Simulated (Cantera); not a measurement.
Input: 1 mol V, 0.31 mol NH3, 31 mol N2, held at 2025 °C and 0.0100 bar.

These are equilibrium values from Cantera (NASA tables, ideal gas, pure condensed phases), not measurements of a reactor. Candidate condensed phases: V, VN; 11 gas species. Condensed phases not in the tables: V2N, N, O or C dissolved in the metal. Rates play no part.

Base state: N2 0.970, V 0.0108, H2 0.00975, H 0.00946 (mole fractions); condensed: V(l).

Task: What changes in the equilibrium state with this change: temperature from 2025 °C to 500 °C?

Result: 
```csv
species,before,after
N2,0.970,0.985
H2,0.00975,0.0149
V,0.0108,<1e-9
H,0.00946,<1e-9
"V(l), mol",0.654,0
"VN(s), mol",0,1.00
```
VN: taken at fixed stoichiometry. Condensed phases not in the tables: V2N.
